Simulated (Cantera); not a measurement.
Charge: 1 mol FeS2, 1.7 mol H2, held at 1675 K and 7.50 Torr.

Cantera equilibrium calculation (NASA polynomials, part measured and part estimated; ideal gas, pure solids and liquids). Candidate condensed phases: Fe, FeS, FeS2, S; 8 gas species. FeS: taken at fixed stoichiometry. Kinetics and transport are ignored.

Base state: H2 0.731, S2 0.199, H2S 0.0555, SH 0.0115, S 0.00112, H 0.000993, Fe 0.000106 (mole fractions); condensed: FeS(l).

**Question.** What changes in the equilibrium state with this change: temperature from 1675 K to 2050 K?

**Answer.** 
```tsv
species	before	after
H2	0.731	0.542
S2	0.199	0.306
Fe	0.000106	0.0630
S	0.00112	0.0242
H	0.000993	0.0167
H2S	0.0555	0.0155
SH	0.0115	0.0325
FeS(l), mol	1.000	0
Fe(l), mol	0	0.816
```

**Question.** What changes in the equilibrium state with this change: pressure from 7.50 Torr to 38.3 Torr?

**Answer.** 
```
species        before     after
-----------  --------  --------
H2              0.731     0.698
S2              0.199     0.178
H2S            0.0555     0.113
SH             0.0115    0.0106
Fe           0.000106   9.74e-6
S             0.00112  0.000469
H            0.000993  0.000429
FeS(l), mol     1.000     1.000
```

**Question.** What changes in the equilibrium state with this change: FeS2 replaced by PbS?

**Answer.** 
```csv
species,before,after
H2,0.731,0.572
PbS,0,0.224
Pb,0,0.126
S2,0.199,0.0495
H2S,0.0555,0.0216
SH,0.0115,0.00507
Fe,0.000106,0
S,0.00112,0.000559
H,0.000993,0.000878
"FeS(l), mol",1.000,0
```
Further candidate phases: Pb, PbS.
